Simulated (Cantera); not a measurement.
Gas-phase reforming

A perfectly stirred reactor is fed with 17.8 % CH4, 72.9 % CO2, 1.62 % H2, 7.65 % H2O, at 390000 Pa; it is held at 1875 K, and followed from long to short residence time.

Detailed kinetics in Cantera: GRI-Mech 3.0 (53 species, 325 reactions).

```tsv
τ (s)	x CH4	x CO2	x H2	x O	x H	x C2H6
1.9	0.000548	0.236	0.102	1.31e-8	0.000101	2.15e-8
1.0	0.000984	0.237	0.101	1.30e-8	0.000100	6.95e-8
0.56	0.00162	0.239	0.100	1.29e-8	9.96e-5	1.89e-7
0.30	0.00265	0.243	0.0987	1.26e-8	9.87e-5	5.13e-7
0.16	0.00414	0.249	0.0959	1.21e-8	9.72e-5	1.29e-6
0.087	0.00609	0.258	0.0917	1.10e-8	9.48e-5	2.91e-6
0.047	0.00863	0.274	0.0857	9.67e-9	9.12e-5	6.16e-6
0.025	0.0119	0.297	0.0781	8.20e-9	8.60e-5	1.26e-5
0.014	0.0157	0.326	0.0706	7.03e-9	8.02e-5	2.32e-5
0.0073	0.0215	0.366	0.0631	6.01e-9	7.32e-5	4.49e-5
```
x: mole fraction; the columns are a selection and need not sum to one.
